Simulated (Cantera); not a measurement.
Charge: 1 mol SiC, 0.0011 mol H₂O, 6.2 mol H₂, at 0.0233 Torr.

These are equilibrium values from Cantera (NASA tables, ideal gas, pure condensed phases), not measurements of a reactor. Candidate condensed phases: C, C₆H₆, C₇H₈, C₈H₁₈, H₂O, Si, SiC, SiO₂; 123 gas species. Equilibrium is a limit: real reactors are often held back by kinetics, nucleation or transport.

Question: Which condensed phases are stable at each of these points (T (K)): 1148, 1248, 1348, 1448, 1548, 1648, 1748, 1848, 1948, 2048?

Answer: 
```json
[
 {"T (K)": "1148", "condensed phases": "SiC(s)", "Si condensed (%)": "99.9"},
 {"T (K)": "1248", "condensed phases": "SiC(s)", "Si condensed (%)": "99.9"},
 {"T (K)": "1348", "condensed phases": "SiC(s)", "Si condensed (%)": "99.9"},
 {"T (K)": "1448", "condensed phases": "SiC(s)", "Si condensed (%)": "99.9"},
 {"T (K)": "1548", "condensed phases": "SiC(s)", "Si condensed (%)": "99.9"},
 {"T (K)": "1648", "condensed phases": "SiC(s)", "Si condensed (%)": "99.9"},
 {"T (K)": "1748", "condensed phases": "C(graphite) + SiC(s)", "Si condensed (%)": "99.4"},
 {"T (K)": "1848", "condensed phases": "C(graphite) + SiC(s)", "Si condensed (%)": "95.8"},
 {"T (K)": "1948", "condensed phases": "C(graphite) + SiC(s)", "Si condensed (%)": "74.2"},
 {"T (K)": "2048", "condensed phases": "C(graphite)", "Si condensed (%)": "0.0"}
]
```

From 1148 K to 1648 K the condensed part is SiC(s). From 1748 K to 1948 K the condensed part is C(graphite) + SiC(s). At 2048 K the condensed part is C(graphite).
